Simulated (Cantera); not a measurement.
Cantera run:

```python
import numpy as np
import cantera as ct

gas_names = [...]  # 47 gases of nasa_gas.yaml made of Cl, H, N, O, Si
cond_names = """
    H2O(s) H2O(L) NH4CL(a) NH4CL(b) Si(cr) Si(L) SiO2(Lqz) SiO2(hqz) SiO2(L) Si2N2O(s) Si3N4(a)
""".split()


# ... load() reads the species with a 1 bar reference pressure and builds the phases ...
atoms = {
    'SiCl4': {'Si': 1, 'CL': 4},
    'NO': {'N': 1, 'O': 1},
    'H2': {'H': 2},
    'N2O': {'N': 2, 'O': 1},
}
top_T = {'Si2N2O(s)': 2100, 'Si3N4(a)': 2400}  # K; cautious upper limits of use, not melting points


# ... equilibrate(T, P, feed) seeds the gas with the atoms and calls Mixture.equilibrate('TP', solver="vcs", rtol=1e-11, max_steps=5000) ...
results = []
feed = {'SiCl4': 1, 'NO': 0.19, 'H2': 5.3, 'N2O': 14}  # mol
P = 16  # Pa
for T in [673, 823, 973, 1123, 1273, 1423, 1573, 1723]:
    mix = equilibrate(T, P, feed)
    results.append((T, P, feed, dict(zip(mix.species_names, mix.species_moles))))
    x = sorted(zip(gas.X, gas.species_names), reverse=True)
    print(f"T = {T:g} K  P = {P:g} Pa  gas = {mix.phase_moles(0):.4g} mol")
    print("   x: " + "  ".join(f"{s} {v:.3e}" for v, s in x if v > 0.0001))
    print("   condensed (mol): " + ("  ".join(f"{mix.phase(i).name} {mix.phase_moles(i):.4g}"
          for i in range(1, mix.n_phases) if mix.phase_moles(i) > 1e-12) or "none"))
```

Output:

```
T = 673 K  P = 16 Pa  gas = 25.74 mol
   x: N2 5.476e-01  O2 1.688e-01  HCL 1.398e-01  H2O 1.360e-01  CL2 7.810e-03
   condensed (mol): SiO2(Lqz) 1
T = 823 K  P = 16 Pa  gas = 25.82 mol
   x: N2 5.459e-01  O2 1.714e-01  HCL 1.520e-01  H2O 1.293e-01  CL2 1.453e-03
   condensed (mol): SiO2(Lqz) 1
T = 973 K  P = 16 Pa  gas = 25.84 mol
   x: N2 5.455e-01  O2 1.717e-01  HCL 1.536e-01  H2O 1.283e-01  CL 4.043e-04  CL2 3.974e-04
   condensed (mol): SiO2(hqz) 1
T = 1123 K  P = 16 Pa  gas = 25.85 mol
   x: N2 5.452e-01  O2 1.714e-01  HCL 1.525e-01  H2O 1.288e-01  CL 1.919e-03  CL2 1.468e-04
   condensed (mol): SiO2(hqz) 1
T = 1273 K  P = 16 Pa  gas = 25.88 mol
   x: N2 5.445e-01  O2 1.700e-01  HCL 1.483e-01  H2O 1.306e-01  CL 6.152e-03  NO 2.475e-04
   condensed (mol): SiO2(hqz) 1
T = 1423 K  P = 16 Pa  gas = 25.94 mol
   x: N2 5.431e-01  O2 1.673e-01  HCL 1.394e-01  H2O 1.344e-01  CL 1.472e-02  NO 6.096e-04  OH 3.758e-04
   condensed (mol): SiO2(hqz) 1
T = 1573 K  P = 16 Pa  gas = 26.04 mol
   x: N2 5.407e-01  O2 1.626e-01  H2O 1.399e-01  HCL 1.256e-01  CL 2.797e-02  OH 1.415e-03  NO 1.254e-03  O 3.330e-04  H2 1.317e-04
   condensed (mol): SiO2(hqz) 1
T = 1723 K  P = 16 Pa  gas = 26.2 mol
   x: N2 5.369e-01  O2 1.560e-01  H2O 1.451e-01  HCL 1.082e-01  CL 4.443e-02  OH 4.217e-03  NO 2.250e-03  O 1.775e-03  H2 7.398e-04  H 3.921e-04
   condensed (mol): SiO2(L) 0.9995
```

These are equilibrium values from Cantera (NASA tables, ideal gas, pure condensed phases), not measurements of a reactor. The tables hold silica as quartz up to 1696 K and as liquid above; real silica turns to tridymite and cristobalite and melts near 1996 K.
